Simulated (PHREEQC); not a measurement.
Make-up at 20 °C: 0.0037 mol K2SO4 per kg of water. Closed to the air; pH follows from the charge balance.

The numbers come from PHREEQC with the ion-association model, wateq4f.dat.

- ionic strength = 0.0109 mol/kgw

```csv
species,molality,activity,log γ
K+,0.00729,0.00654,-0.047
SO4-2,0.00359,0.00237,-0.181
KSO4-,0.000110,9.96e-5,-0.045
OH-,1.00e-7,8.99e-8,-0.047
H+,8.29e-8,7.55e-8,-0.040
HSO4-,1.74e-8,1.56e-8,-0.046
```

Precipitation was switched off in this run. Species that the database lacks are ignored.
